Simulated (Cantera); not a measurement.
Cantera run:

```python
import numpy as np
import cantera as ct

gas_names = """
    C CH CH2 CH3 CH2OH CH3O CH4 CH3OH CO CO2 COOH C2 C2H CHCO,ketyl C2H2,acetylene C2H2,vinylidene
    CH2CO,ketene C2H3,vinyl CH3CO,acetyl C2H4 C2H4O,ethylen CH3CHO,ethanal CH3COOH (HCOOH)2 C2H5 C2H6
    CH3OCH3 C2H5OH C2O C3 C3H3,propargyl C3H4,allene C3H4,propyne C3H4,cyclo- C3H5,allyl C3H6,propylene
    C3H6,cyclo- C3H6O C3H7,n-propyl C3H7,i-propyl C3H8 C3H8O,1propanol C3H8O,2propanol C3O2 C4 C4H2
    C4H4,1,3-cyclo- C4H6,butadiene C4H6,2-butyne C4H6,cyclo- C4H8,1-butene C4H8,cis2-buten
    C4H8,tr2-butene C4H8,isobutene C4H8,cyclo- (CH3COOH)2 C4H9,n-butyl C4H9,i-butyl C4H9,s-butyl
    C4H9,t-butyl C4H10,isobutane C4H10,n-butane C5 C5H6,1,3cyclo- C5H8,cyclo- C5H10,1-pentene
    C5H10,cyclo- C5H11,pentyl C5H11,t-pentyl C5H12,n-pentane C5H12,i-pentane CH3C(CH3)2CH3 C6H2
    C6H5,phenyl C6H5O,phenoxy C6H6 C6H5OH,phenol C6H10,cyclo- C6H12,1-hexene C6H12,cyclo- C6H13,n-hexyl
    C7H7,benzyl C7H8 C7H8O,cresol C7H14,1-heptene C7H15,n-heptyl C7H16,n-heptane C8H8,styrene
    C8H10,ethylbenz C8H16,1-octene C8H17,n-octyl C8H18,isooctane C8H18,n-octane C9H19,n-nonyl
    C10H8,naphthale C10H21,n-decyl C12H9,o-bipheny C12H10,bipheny H HCO HO2 H2 HCHO,formaldehy HCOOH H2O
    H2O2 O OH O2 O3
""".split()
cond_names = """
    C(gr) C6H6(L) C7H8(L) C8H18(L),n-octa H2O(s) H2O(L)
""".split()


def load(file, names, dense=False):
    # The tables refer to 1 bar. Condensed volumes are neglected.
    table = {s.name: s for s in ct.Species.list_from_file(file)}
    out = []
    for n in names:
        d = dict(table[n].input_data)
        d["thermo"] = dict(d["thermo"], **{"reference-pressure": 1e5})
        if dense:
            d["equation-of-state"] = {"model": "constant-volume", "density": "1e6 g/cm^3"}
        out.append(ct.Species.from_dict(d))
    return out


gas = ct.Solution(thermo="ideal-gas", species=load("nasa_gas.yaml", gas_names))
cond = {s.name: ct.Solution(thermo="fixed-stoichiometry", species=[s], name=s.name)
        for s in load("nasa_condensed.yaml", cond_names, dense=True)}
atoms = {
    'C2H5OH': {'C': 2, 'H': 6, 'O': 1},
    'CO2': {'C': 1, 'O': 2},
}
top_T = {'C(gr)': 4500}  # K; cautious upper limits of use, not melting points


def equilibrate(T, P, feed):
    n = {}
    for name, mol in feed.items():
        for a, k in atoms[name].items():
            n[a] = n.get(a, 0.0) + k * mol
    gas.TPX = T, P, n
    mass = sum(n.values()) * gas.mean_molecular_weight
    gas.equilibrate("TP")
    valid = [c for c in cond.values() if c.min_temp <= T <= top_T.get(c.name, c.max_temp)]
    mix = ct.Mixture([(gas, mass / gas.mean_molecular_weight)] + [(c, 0.0) for c in valid])
    mix.T, mix.P = T, P
    mix.equilibrate("TP", solver="vcs", rtol=1e-11, max_steps=5000)
    return mix


results = []
feed = {'C2H5OH': 1, 'CO2': 0.036}  # mol
T = 1073.15  # K
P = 6700000  # Pa
mix = equilibrate(T, P, feed)
results.append((T, P, feed, dict(zip(mix.species_names, mix.species_moles))))
x = sorted(zip(gas.X, gas.species_names), reverse=True)
print(f"T = {T:g} K  P = {P:g} Pa  gas = {mix.phase_moles(0):.4g} mol")
print("   x: " + "  ".join(f"{s} {v:.3e}" for v, s in x if v > 1e-06))
print("   condensed (mol): " + ("  ".join(f"{mix.phase(i).name} {mix.phase_moles(i):.4g}"
      for i in range(1, mix.n_phases) if mix.phase_moles(i) > 1e-12) or "none"))
```

Output:

```
T = 1073.15 K  P = 6.7e+06 Pa  gas = 2.546 mol
   x: H2 3.212e-01  CH4 3.172e-01  H2O 2.222e-01  CO 7.959e-02  CO2 5.960e-02  C2H6 1.008e-04  C2H4 5.576e-06  HCOOH 1.125e-06
   condensed (mol): C(gr) 0.8733
```

Equilibrium computed with Cantera from the NASA thermochemical tables; the gas is ideal and each condensed phase is pure. The ideal-gas law is rough above about 30 bar.
